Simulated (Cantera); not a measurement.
A perfectly stirred reactor is fed with CH3OH : O2 : N2 = 1 : 2.88 : 10.8 (molar parts), at 3.40 bar; it is adiabatic with a 798 K inlet, and is followed from long to short residence time, starting on the burning branch (τ in s: 0.079, 0.035, 0.015, 0.0066, 0.0029, 0.0013, 0.00055, 0.00024, 0.0001, 4.6e-05).

Cantera simulation using GRI-Mech 3.0 (53 species, 325 reactions); the numbers are that mechanism's predictions, not measurements. GRI-Mech 3.0 was tuned for natural gas; its chemistry of methanol as a main component is partial and can be far from experiment.

x: mole fraction; the columns are a selection and need not sum to one.

```csv
τ (s),T (K),x CH3OH,x O2,x N2O,x CH2,x CH2O
0.079,1974,1.06e-6,0.0905,5.15e-7,(withheld),9.01e-7
0.035,1972,2.18e-6,0.0906,6.03e-7,(withheld),1.86e-6
0.015,1969,4.33e-6,0.0906,7.65e-7,(withheld),3.73e-6
0.0066,1964,8.01e-6,0.0907,9.99e-7,(withheld),7.01e-6
0.0029,1956,1.43e-5,0.0908,1.26e-6,(withheld),1.28e-5
0.0013,1944,2.49e-5,0.0911,1.46e-6,(withheld),2.26e-5
0.00055,1922,4.51e-5,0.0918,1.49e-6,(withheld),4.18e-5
0.00024,1890,8.35e-5,0.0932,1.37e-6,(withheld),7.79e-5
0.00010,1833,0.000184,0.0964,1.12e-6,(withheld),0.000168
4.6e-5,798,0.0681,0.196,<1e-12,<1e-12,<1e-12
```

Task: Fill in the missing entries.

Result: 
- 0.079, x CH2: 1.01e-9
- 0.035, x CH2: 2.03e-9
- 0.015, x CH2: 3.89e-9
- 0.0066, x CH2: 6.85e-9
- 0.0029, x CH2: 1.18e-8
- 0.0013, x CH2: 2.05e-8
- 0.00055, x CH2: 4.13e-8
- 0.00024, x CH2: 9.27e-8
- 0.00010, x CH2: 2.32e-7
